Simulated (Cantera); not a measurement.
Feed: 1 mol C₆H₆, 95 mol H₂, at 1.00 bar.

Equilibrium computed with Cantera from the NASA thermochemical tables; the gas is ideal and each condensed phase is pure. Candidate condensed phases: C, C₆H₆, C₇H₈, C₈H₁₈; 76 gas species. Rates play no part.

x: gas mole fraction; n: condensed amount in mol.

```
T (°C)   x H₂     x CH₄       x H  x C₂H₂ (acetylene)     x CH₃   x C₂H₄  x C₄H₂  n C(graphite)
------  -----  --------  --------  ------------------  --------  -------  ------  -------------
650     0.935    0.0652  2.37e-10            1.15e-11  2.69e-10  3.61e-8  <1e-12              0
850     0.972    0.0277   4.20e-8             2.14e-8   2.22e-8  9.18e-7  <1e-12           3.35
1050    0.993   0.00671   1.58e-6             8.20e-7   2.11e-7  1.73e-6  <1e-12           5.35
1250    0.998   0.00229   2.31e-5             1.18e-5   1.08e-6  2.67e-6       ?           5.77
1450    0.999   0.00100  0.000182             9.04e-5   3.72e-6  3.69e-6       ?           5.88
1650    0.998  0.000523  0.000941            0.000451   9.87e-6  4.74e-6       ?           5.86
1850    0.994  0.000309   0.00358             0.00165   2.16e-5  5.78e-6       ?           5.64
```

**Question.** Fill in the missing entries.

**Answer.** 
- 1250, x C₄H₂: 5.34e-11
- 1450, x C₄H₂: 3.21e-9
- 1650, x C₄H₂: 8.12e-8
- 1850, x C₄H₂: 1.11e-6
